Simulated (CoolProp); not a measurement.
Vapour-liquid equilibrium of dimethyl ether (1) + chloromethane (R40) (2) at 59.8 kPa; x and y are mole fractions of (1).

The numbers come from the multi-fluid Helmholtz-energy mixture model, Wu 2011 and Thol 2014; pair parameters Bell 2016 in CoolProp.

Problem. Give the bubble temperature and the first vapour's composition at x = 0.05, 0.575, 0.8. Is there an azeotrope?

Solution. x = 0.05: 237.9 K, y = 0.041; x = 0.575: 238.6 K, y = 0.593; x = 0.8: 237.9 K, y = 0.830. y crosses x between x = 0.425 and 0.5: the model has an azeotrope there.

Pair parameters are fitted to limited data, so mixtures are less certain than the pure fluids.
